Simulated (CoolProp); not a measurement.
Saturation properties of R124.

Values from CoolProp's reference Helmholtz-energy equation of state, de Vries 1995.

```tsv
T (°C)	p (MPa)	liquid cp (kJ/(kg K))	liquid viscosity (µPa s)	vapour viscosity (µPa s)
25.95	0.3940	1.137	246	13.0
32.15	0.4745	1.152	228	13.3
38.35	0.5668	1.169	211	13.6
44.55	0.6719	1.188	196	13.9
50.65	0.7889	1.209	182	14.3
56.85	0.9228	1.233	169	14.6
63.05	1.073	1.260	157	15.0
69.25	1.240	1.293	145	15.5
```

It boils at -12.0 °C under 1 atm.

Viscosity comes from a separate model (Bell 2016), an estimate that may be off by 10 % or more.
